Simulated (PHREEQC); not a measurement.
Solution (20 °C): 0.0063 mol/kgw Cu(NO3)2 and 0.014 mol/kgw Na2SO4. Closed to the air; pH follows from the charge balance.

Equilibrium calculation in PHREEQC: ion-association model, wateq4f.dat.

```csv
quantity,before,after
pH,5.12,5.47
ionic strength (mol/kgw),0.0513,0.364
SO4-2 (mol/kgw),0.0112,0.106
NaSO4- (mol/kgw),0.000684,0.0305
HSO4- (mol/kgw),4.20e-6,1.08e-5
SI of Mirabilite (Na2SO4:10H2O),-4.23,-1.77
```

Problem. Name the change that produced these shifts.
A) Cu(NO3)2 left out
B) Na2SO4 from 0.014 to 0.14 mol/kgw
C) Cu(NO3)2 from 0.0063 to 0.00126 mol/kgw
D) Cu(NO3)2 replaced by CuSO4 at the same molality
E) diluted 5-fold with water

Solution. B, Na2SO4 from 0.014 to 0.14 mol/kgw

No solid was allowed to form. Some of these states are supersaturated (in Antlerite, Brochantite, for instance).
